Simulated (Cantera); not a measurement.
Input: 1 mol HI, 0.9 mol H2, held at 52.0 bar.

Method: chemical equilibrium by Gibbs-energy minimisation in Cantera with the NASA 1993 tables (ideal gas, pure condensed phases). Candidate condensed phases: I2; 5 gas species. The ideal-gas law is rough above about 30 bar. Kinetics and transport are ignored.

x: gas mole fraction; nothing condenses.

```
T (K)   x H2   x HI     x I       x H     x I2
-----  -----  -----  ------  --------  -------
1723   0.512  0.408  0.0576   1.81e-5   0.0227
1923   0.519  0.366  0.0953   9.41e-5   0.0200
2123   0.526  0.320   0.137  0.000361   0.0164
2323   0.533      …       …         …        …
2523   0.538  0.234   0.215   0.00283  0.00984
2723   0.541  0.198   0.246   0.00632  0.00743
2923   0.542      …   0.272         …        …
3123   0.538  0.143   0.292    0.0231  0.00425
3323   0.529  0.121   0.307    0.0391  0.00325
```

Question: Some entries are withheld; supply them.

Answer: 
- 2923, x HI: 0.168
- 2923, x H: 0.0126
- 2923, x I2: 0.00560
- 2323, x HI: 0.275
- 2323, x I: 0.178
- 2323, x H: 0.00110
- 2323, x I2: 0.0129
